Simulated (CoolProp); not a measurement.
Values from CoolProp's reference Helmholtz-energy equation of state, Colonna 2008. It is a short technical equation, of lower accuracy than the large ones.

Task: For dodecamethylcyclohexasiloxane (D6), give the phase and the Joule-Thomson coefficient (K/MPa), expansivity (1/kK) at 167.35 °C and 8.98 bar; 181.15 °C and 8.98 bar; 236.45 °C and 8.98 bar.

Result: 
- 167.35 °C and 8.98 bar: liquid; Joule-Thomson coefficient -0.239, expansivity 1.45
- 181.15 °C and 8.98 bar: liquid; Joule-Thomson coefficient -0.209, expansivity 1.51
- 236.45 °C and 8.98 bar: liquid; Joule-Thomson coefficient -0.0305, expansivity 1.88
